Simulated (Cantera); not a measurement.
Charge: 1 mol AlN, 0.15 mol H2O, 7.9 mol N2, at 1402 °C and 6.53 Torr.

These are equilibrium values from Cantera (NASA tables, ideal gas, pure condensed phases), not measurements of a reactor. Candidate condensed phases: Al, AlN, Al2O3, H2O; 35 gas species. Mutual solubility and eutectic melting of coexisting phases are not modelled. Kinetics and transport are ignored.

Base state: N2 0.981, H2 0.0184, H 0.000169, Al 1.58e-5 (mole fractions); condensed: AlN(s) + Al2O3(s).

Question: What changes in the equilibrium state with this change: AlN replaced by Si3N4?

Answer: 
| species | before | after |
|---|---|---|
| N2 | 0.981 | 0.979 |
| H2 | 0.0184 | 0.0184 |
| SiO | 0 | 0.00219 |
| Al | 1.58e-5 | 0 |
| Si | 0 | 1.22e-5 |
| H | 0.000169 | 0.000169 |
| AlN(s), mol | 0.900 | 0 |
| Al2O3(s), mol | 0.0500 | 0 |
| Si2N2O(s), mol | 0 | 0.132 |
| Si3N4(s), mol | 0 | 0.906 |
Further candidate phases: Si, SiO2, Si2N2O, Si3N4.
